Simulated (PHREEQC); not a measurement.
A solution holds 0.045 mol/kgw NH4Cl and 0.54 mol/kgw KOH, at 55 °C. Closed to the air; pH follows from the charge balance.

The numbers come from PHREEQC with the ion-association model, wateq4f.dat.

| quantity | before | after |
|---|---|---|
| pH | 12.64 | 11.90 |
| ionic strength (mol/kgw) | 0.540 | 0.540 |
| NH4+ (mol/kgw) | 3.68e-6 | 0.000200 |

### Question
What was changed between the two runs?
A) NH4Cl from 0.045 to 0.45 mol/kgw
B) KOH from 0.54 to 0.81 mol/kgw
C) KOH from 0.54 to 0.054 mol/kgw
D) diluted 10-fold with water

### Answer
A, NH4Cl from 0.045 to 0.45 mol/kgw

Precipitation was switched off in this run. Away from 25 °C the constants follow the database's enthalpies or fits; those with neither stay at their 25 °C values.
